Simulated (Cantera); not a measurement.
# Titanium nitride, carbide and oxide coatings: Ti(OiPr)4 + O2

Charge: 1 mol Ti(OiPr)4, 0.27 mol O2, held at 1250 K and 0.00580 bar.

Cantera equilibrium calculation (NASA polynomials, part measured and part estimated; ideal gas, pure solids and liquids). Candidate condensed phases: C, C6H6, C7H8, C8H18, H2O, Ti, TiC, TiO, TiO2, Ti2O3, Ti3O5, Ti4O7; 113 gas species. The feed counts by its element totals alone. TiC: taken at fixed stoichiometry. Equilibrium is a limit: real reactors are often held back by kinetics, nucleation or transport.

```yaml
x(H2): 0.755
x(CO): 0.245
x(CH4): 3.64e-5
x(H2O): 1.61e-5
x(H): 5.52e-6
x(CO2): 3.35e-6
n(C(graphite)): 6.46 mol
n(TiC(s)): 1.00 mol
gas_amount: 18.54 mol
log10 activity of Ti2O3(s) (absent): -1.39
log10 activity of Ti3O5(s) (absent): -2.27
log10 activity of Ti4O7(s) (absent): -3.43
```
